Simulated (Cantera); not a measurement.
Charge: 1 mol SiH₂Cl₂, 0.77 mol Cl₂, 14 mol N₂, held at 0.740 bar.

These are equilibrium values from Cantera (NASA tables, ideal gas, pure condensed phases), not measurements of a reactor. Candidate condensed phases: NH₄Cl, Si, Si₃N₄; 28 gas species. N₂ is the only nitrogen source here; it is nearly inert below about 1500 K, so the nitride shown seldom forms there in practice. The numbers say what is thermodynamically allowed, not how fast it happens.

Over these rows the condensed part is Si₃N₄(s). Partial pressures as log10 of bar:

```tsv
T (K)	1000/T (1/K)	log p SiCl₂	log p N₂	log p HCl	log p SiCl₄	log p H₂
1050	0.9524	-6.73	-0.20	-1.20	-1.60	-1.83
1125	0.8889	-5.81	-0.20	-1.19	-1.61	-1.86
1200	0.8333	?	-0.20	-1.18	-1.62	-1.88
1275	0.7843	-4.29	-0.20	-1.17	-1.63	-1.90
1350	0.7407	-3.66	-0.20	-1.16	-1.64	-1.92
1425	0.7018	-3.11	-0.20	-1.16	-1.67	-1.93
```

Problem. Fit log p(SiCl₂) = a + b·(1000/T) to the five rows, give the apparent enthalpy, and predict the row at 1200 K.

Solution. Means: 1000/T = 0.8136, log p = -4.720. Sxy = -0.630936, Sxx = 0.0436077, so b = -14.47 and a = -4.720 − (-14.47)×0.8136 = 7.05.
Apparent enthalpy: −19.145 × (-14.47) = 277 kJ/mol. With the condensed phases at unit activity, 1/6 Si₃N₄(s) + 1/2 SiCl₄(g) = SiCl₂(g) + 1/3 N₂(g) links this pressure to the main gases: over the six rows their terms move log p by -0.03 in all, so the slope is close to that reaction's ΔH°. The five rows lie within 0.01 of the line.
Prediction at 1200 K: 7.05 + (-14.47)×0.8333 = -5.01. The computed value is -5.00, 0.01 from the line.
